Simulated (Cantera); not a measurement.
**Thermodynamics of hydrogen reduction and annealing atmospheres, feed Nb2O5 + H2**

Charge: 1 mol Nb2O5, 2400 mol H2, at 1.00 bar.

Cantera equilibrium calculation (NASA polynomials, part measured and part estimated; ideal gas, pure solids and liquids). Candidate condensed phases: H2O, Nb, NbO, NbO2, Nb2O5; 12 gas species. NbO: taken at fixed stoichiometry. Condensed phases not in the tables: the oxides between NbO2 and Nb2O5, N, O or C dissolved in the metal. Equilibrium is a limit: real reactors are often held back by kinetics, nucleation or transport.

```csv
T (°C),log p H2,log p H,log p H2O,log p NbO2,log p NbO,log p OH,log p O,log p Nb,n NbO2(s),n NbO(s),n Nb(s)
600,0.00,-10.33,-3.38,<-12,<-12,<-12,<-12,<-12,2.00,0,0
800,0.00,-7.85,-3.38,<-12,<-12,<-12,<-12,<-12,2.00,0,0
1000,0.00,-6.15,-3.38,<-12,<-12,-11.47,<-12,<-12,2.00,0,0
1200,0.00,-4.90,-2.90,-10.57,<-12,-9.39,<-12,<-12,0,2.00,0
1400,0.00,-3.94,-2.90,-8.65,-9.84,-8.16,<-12,<-12,0,2.00,0
1600,0.00,-3.19,-2.90,-7.15,-7.85,-7.20,-10.51,<-12,0,2.00,0
1800,0.00,-2.58,-2.68,-5.73,-6.27,-6.21,-8.93,-10.58,0,0,1.99
2000,0.00,-2.08,-2.69,-5.11,-5.31,-5.57,-7.81,-8.97,0,0,1.97
```
log p: log10 of the partial pressure in bar; n: condensed amount in mol.

From 600 °C to 1000 °C the condensed part is NbO2(s). From 1200 °C to 1600 °C the condensed part is NbO(s). From 1800 °C to 2000 °C the condensed part is Nb(s).
